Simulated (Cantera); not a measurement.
Counterflow diffusion flame

A counterflow diffusion flame at 170000 Pa, nozzles 20 mm apart: fuel side H2 = 1 (molar parts) at 575 K, oxidiser side O2 : N2 = 0.21 : 0.79 (molar parts) at 650 K, fuel mass flux 0.33 times the oxidiser's; mixture-averaged transport, no radiation.

Model: the H2/O2 subset of GRI-Mech 3.0, which has no nitrogen chemistry, integrated in Cantera. The maximum strain rate includes the flame's own expansion and is several times the mean.

| oxidiser flux (kg/m²/s) | max strain (1/s) | mean strain (1/s) | T max (K) | peak x OH | peak x H | peak x H2O | peak x HO2 |
|---|---|---|---|---|---|---|---|
| 1 | 1110 | 285 | 2637 | 0.0223 | 0.0151 | 0.277 | 3.63e-5 |
| 1.5 | 1650 | 428 | 2596 | 0.0226 | 0.0166 | 0.274 | 5.04e-5 |
| 2.2 | 2400 | 628 | 2548 | 0.0228 | 0.0185 | 0.271 | 6.53e-5 |
| 3.3 | 3540 | 941 | 2493 | 0.0231 | 0.0212 | 0.268 | 8.38e-5 |
| 4.8 | 5150 | 1370 | 2439 | 0.0233 | 0.0241 | 0.265 | 0.000103 |
| 7.1 | 7620 | 2030 | 2372 | 0.0231 | 0.0274 | 0.261 | 0.000126 |
| 10 | 10600 | 2850 | 2310 | 0.0228 | 0.0308 | 0.258 | 0.000148 |
| 15 | 16000 | 4280 | 2233 | 0.0223 | 0.0351 | 0.255 | 0.000175 |
| 23 | 24500 | 6560 | 2144 | 0.0211 | 0.0397 | 0.250 | 0.000203 |
x: mole fraction; the columns are a selection and need not sum to one.
